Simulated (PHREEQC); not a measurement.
Solution (59 °C): 0.94 mmol/kgw H2SeO3 and 2.9 mmol/kgw HCl. Closed to the air; pH follows from the charge balance.

All values are PHREEQC results (ion-association model, wateq4f.dat), not measurements.

Precipitation was switched off in this run.

What pH does the model give?

pH 2.51.

In which forms is Se present?

H2SeO3 62 %, HSeO3- 38 % of the Se.

Away from 25 °C the constants follow the database's enthalpies or fits; those with neither stay at their 25 °C values.
